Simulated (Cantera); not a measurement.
# Thermodynamics of chemical vapour transport, feed Al + H2O + H2

Feed: 1 mol Al, 0.036 mol H2O, 3.6 mol H2, held at 1.00 bar.

Equilibrium computed with Cantera from the NASA thermochemical tables; the gas is ideal and each condensed phase is pure. Candidate condensed phases: Al, Al2O3, H2O; 19 gas species. Mutual solubility and eutectic melting of coexisting phases are not modelled. Equilibrium is a limit: real reactors are often held back by kinetics, nucleation or transport.

```tsv
T (K)	log p H2	log p H	log p AlH	log p Al	n Al(s)	n Al2O3(s)	n Al(l)
750	0.00	<-12	<-12	<-12	0.976	0.0120	0
800	0.00	-11.54	<-12	<-12	0.976	0.0120	0
850	0.00	-10.69	-11.23	<-12	0.976	0.0120	0
900	0.00	-9.93	-10.37	<-12	0.976	0.0120	0
950	0.00	-9.25	-9.61	-11.16	0	0.0120	0.976
1000	0.00	-8.64	-8.95	-10.30	0	0.0120	0.976
1050	0.00	-8.09	-8.35	-9.52	0	0.0120	0.976
1100	0.00	-7.59	-7.81	-8.81	0	0.0120	0.976
1150	0.00	-7.13	-7.31	-8.17	0	0.0120	0.976
1200	0.00	-6.70	-6.86	-7.58	0	0.0120	0.976
1250	0.00	-6.32	-6.45	-7.03	0	0.0120	0.976
```
log p: log10 of the partial pressure in bar; n: condensed amount in mol.

From 750 K to 900 K the condensed part is Al(s) + Al2O3(s). From 950 K to 1250 K the condensed part is Al(l) + Al2O3(s).
